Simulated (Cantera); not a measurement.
Input: 1 mol V₂O₃, 300 mol H₂, a varied amount of N₂, held at 10000 Pa.

Equilibrium computed with Cantera from the NASA thermochemical tables; the gas is ideal and each condensed phase is pure. Candidate condensed phases: H₂O, V, VN, VO, V₂O₃, V₂O₄, V₂O₅; 28 gas species. Mutual solubility and eutectic melting of coexisting phases are not modelled. VN, VO: taken at fixed stoichiometry. Condensed phases not in the tables: the oxides between V₂O₃ and V₂O₅ other than VO₂, solid solutions among these carbides, nitrides and lower oxides, V₂N. Kinetics and transport are ignored.

Stable condensed phases, one row left out:

```
T in °C \ n(N₂) in mol
          0.5 0.85  1.4  2.5  4.2  7.1   12   20   35   59  100
   1652     A    A    A    A    A    A    A    A    A    A    A
   1577     A    A    A    A    A    A    A    A    A    A    A
   1502     A    A    A    A    A    A    A    A    A    A    A
   1427     A    A    A    A    A    A    A    A    A    A    A
   1352     A    A    A    A    A    A    A    A    A    A    A
   1277     A    A    A    A    A    A    A    A    A    A    A
   1202     B    B    B    B    B    B    B    B    B    B    B
   1052     B    B    B    B    B    C    C    C    C    C    C
    977     B    B    C    C    C    C    C    C    C    C    C
```

A: VO; B: VO + V₂O₃; C: VN + V₂O₃.

**Question.** Give the row for 1127 °C.

**Answer.** 0.5: VO + V₂O₃; 0.85: VO + V₂O₃; 1.4: VO + V₂O₃; 2.5: VO + V₂O₃; 4.2: VO + V₂O₃; 7.1: VO + V₂O₃; 12: VO + V₂O₃; 20: VO + V₂O₃; 35: VN + V₂O₃; 59: VN + V₂O₃; 100: VN + V₂O₃.
